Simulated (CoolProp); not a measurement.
Vapour-liquid equilibrium of R143a (1) + R152A (2) at 192.2 K; x and y are mole fractions of (1).

Model: multi-fluid Helmholtz-energy mixture model, Lemmon and Jacobsen 2000 and Outcalt 1996; pair parameters Bell 2016, in CoolProp.

Question: Give the bubble pressure and the first vapour's composition at x = 0.05, 0.2, 0.65. Is there an azeotrope?

Answer: x = 0.05: 0.004189 MPa, y = 0.244; x = 0.2: 0.006399 MPa, y = 0.576; x = 0.65: 0.01130 MPa, y = 0.879. No azeotrope shows between x = 0.05 and 0.95.

Pair parameters are fitted to limited data, so mixtures are less certain than the pure fluids.
